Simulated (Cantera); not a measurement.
**Stirred combustor or abatement burner**

A perfectly stirred reactor is fed with H2 : O2 : N2 = 0.62 : 0.357 : 1.34 (molar parts), equivalence ratio 0.87, at 73000 Pa; it is adiabatic with a 450 K inlet, and is followed from long to short residence time, starting on the burning branch (τ in s: 0.31, 0.081, 0.022, 0.0057, 0.0015, 0.0004, 0.00011, 2.8e-05, 7.3e-06).

Detailed kinetics in Cantera: the H2/O2 subset of GRI-Mech 3.0, which has no nitrogen chemistry.

```json
[
 {"τ (s)": "0.31", "T (K)": "2349", "x H2": "0.00639", "x O2": "0.0237", "x H": "0.00121", "x O": "0.00123", "x HO2": "2.94e-6", "x H2O": "0.295", "x H2O2": "1.94e-7"},
 {"τ (s)": "0.081", "T (K)": "2344", "x H2": "0.00681", "x O2": "0.0238", "x H": "0.00134", "x O": "0.00132", "x HO2": "2.96e-6", "x H2O": "0.294", "x H2O2": "1.92e-7"},
 {"τ (s)": "0.022", "T (K)": "2326", "x H2": "0.00824", "x O2": "0.0243", "x H": "0.00182", "x O": "0.00162", "x HO2": "3.07e-6", "x H2O": "0.292", "x H2O2": "1.88e-7"},
 {"τ (s)": "0.0057", "T (K)": "2268", "x H2": "0.0126", "x O2": "0.0258", "x H": "0.00370", "x O": "0.00264", "x HO2": "3.68e-6", "x H2O": "0.284", "x H2O2": "1.96e-7"},
 {"τ (s)": "0.0015", "T (K)": "2140", "x H2": "0.0207", "x O2": "0.0291", "x H": "0.00938", "x O": "0.00507", "x HO2": "5.98e-6", "x H2O": "0.268", "x H2O2": "2.69e-7"},
 {"τ (s)": "0.00040", "T (K)": "1941", "x H2": "0.0300", "x O2": "0.0343", "x H": "0.0215", "x O": "0.00890", "x HO2": "1.12e-5", "x H2O": "0.248", "x H2O2": "5.18e-7"},
 {"τ (s)": "0.00011", "T (K)": "1692", "x H2": "0.0382", "x O2": "0.0414", "x H": "0.0400", "x O": "0.0126", "x HO2": "1.99e-5", "x H2O": "0.226", "x H2O2": "1.43e-6"},
 {"τ (s)": "2.8e-5", "T (K)": "1380", "x H2": "0.0626", "x O2": "0.0592", "x H": "0.0563", "x O": "0.0116", "x HO2": "4.13e-5", "x H2O": "0.189", "x H2O2": "4.34e-6"},
 {"τ (s)": "7.3e-6", "T (K)": "450", "x H2": "0.268", "x O2": "0.154", "x H": "<1e-12", "x O": "<1e-12", "x HO2": "<1e-12", "x H2O": "<1e-12", "x H2O2": "<1e-12"}
]
```
x: mole fraction; the columns are a selection and need not sum to one.
